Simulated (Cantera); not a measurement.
A freely propagating, adiabatic, planar premixed flame of H2 : O2 : N2 = 1 : 0.357 : 1.34 (molar parts), unburnt at 450 K and 0.132 atm; multicomponent+Soret transport, grid criteria slope 0.08 and curve 0.16, no radiation.

Computed with Cantera and the H2/O2 subset of GRI-Mech 3.0, which has no nitrogen chemistry. Burning velocities carry a grid error of a few per cent, more on coarse grids.

x: mole fraction of selected species; z is measured from the peak of heat release.

```
z (mm)  T (K)  u (m/s)    x H2     x O2      x OH       x H   x H2O2    x HO2
------  -----  -------  ------  -------  --------  --------  -------  -------
-16.9     450     3.97   0.371    0.132     <1e-8     <1e-8    <1e-8    <1e-8
-11.3     450     3.97   0.371    0.132     <1e-8     <1e-8    <1e-8    <1e-8
-8.44     450     3.97   0.371    0.132     <1e-8     <1e-8    <1e-8    <1e-8
-5.63     450     3.97   0.371    0.132     <1e-8     <1e-8    <1e-8  4.45e-8
-2.81     457     4.01   0.366    0.133   3.01e-5  0.000105  1.96e-6  7.67e-5
-1.41     643     5.49   0.332    0.130  0.000447   0.00862  4.83e-6  4.48e-5
0        1085     9.02   0.192   0.0778   0.00244    0.0724  4.56e-7  1.38e-5
1.41     1357     11.2  0.0933   0.0175   0.00593     0.111  5.11e-7  2.86e-6
2.81     1465     12.1  0.0886   0.0108   0.00751     0.105  4.44e-7  1.58e-6
5.63     1590     13.0  0.0945  0.00906   0.00921    0.0914  3.13e-7  1.15e-6
11.3     1729     14.0   0.101        ?    0.0107         ?        ?        ?
22.5     1875     15.0   0.106  0.00545    0.0116    0.0594  9.34e-8  5.56e-7
45.0     2018     16.0   0.109        ?    0.0114         ?        ?        ?
```

Q: Some entries are withheld; supply them.

A: 
- 11.3, x O2: 0.00733
- 11.3, x H: 0.0755
- 11.3, x H2O2: 1.79e-7
- 11.3, x HO2: 8.16e-7
- 45.0, x O2: 0.00362
- 45.0, x H: 0.0442
- 45.0, x H2O2: 4.86e-8
- 45.0, x HO2: 3.67e-7
